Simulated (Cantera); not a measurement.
An isothermal, constant-pressure homogeneous reactor starts with CH4 : N2 = 1 : 3.1 (molar parts), at 1475 K and 0.132 atm. Integrator tolerance rtol = 1e-08.

Computed with Cantera and GRI-Mech 3.0 (53 species, 325 reactions). GRI-Mech 3.0 stops at C3 and has no aromatics, soot or wall deposition, so with more carbon than oxygen in the feed, carbon stays in small species such as C2H2 where larger ones or solid carbon would form.

What does this change do: pressure from 0.132 atm to 0.0691 atm?


```
quantity                                             before                                      after
-----------------  ----------------------------------------  -----------------------------------------
x(CH4) at 20.0 s     0.0286 (gas-phase equilibrium 0.00527)     0.0399 (gas-phase equilibrium 0.00284)
x(C2H) at 20.0 s    7.67e-9 (gas-phase equilibrium 5.71e-9)    8.88e-9 (gas-phase equilibrium 7.97e-9)
x(CH3) at 20.0 s    3.22e-5 (gas-phase equilibrium 7.10e-6)    5.45e-5 (gas-phase equilibrium 5.25e-6)
x(C2H2) at 20.0 s     0.0855 (gas-phase equilibrium 0.0532)      0.0814 (gas-phase equilibrium 0.0541)
x(C2H6) at 20.0 s   3.67e-6 (gas-phase equilibrium 2.97e-7)    5.65e-6 (gas-phase equilibrium 8.52e-8)
x(C2H4) at 20.0 s  0.00112 (gas-phase equilibrium 0.000740)  0.000594 (gas-phase equilibrium 0.000400)
x(H) at 20.0 s      1.44e-5 (gas-phase equilibrium 1.92e-5)    1.67e-5 (gas-phase equilibrium 2.66e-5)
```

What does this change do: pressure from 0.132 atm to 0.523 atm?


```csv
quantity,before,after
x(CH4) at 20.0 s,0.0286 (gas-phase equilibrium 0.00527),0.0239 (gas-phase equilibrium 0.0182)
x(C2H) at 20.0 s,7.67e-9 (gas-phase equilibrium 5.71e-9),4.73e-9 (gas-phase equilibrium 2.67e-9)
x(CH3) at 20.0 s,3.22e-5 (gas-phase equilibrium 7.10e-6),1.67e-5 (gas-phase equilibrium 1.27e-5)
x(C2H2) at 20.0 s,0.0855 (gas-phase equilibrium 0.0532),0.0846 (gas-phase equilibrium 0.0481)
x(C2H6) at 20.0 s,3.67e-6 (gas-phase equilibrium 2.97e-7),6.41e-6 (gas-phase equilibrium 3.76e-6)
x(C2H4) at 20.0 s,0.00112 (gas-phase equilibrium 0.000740),0.00428 (gas-phase equilibrium 0.00250)
x(H) at 20.0 s,1.44e-5 (gas-phase equilibrium 1.92e-5),9.11e-6 (gas-phase equilibrium 9.33e-6)
```
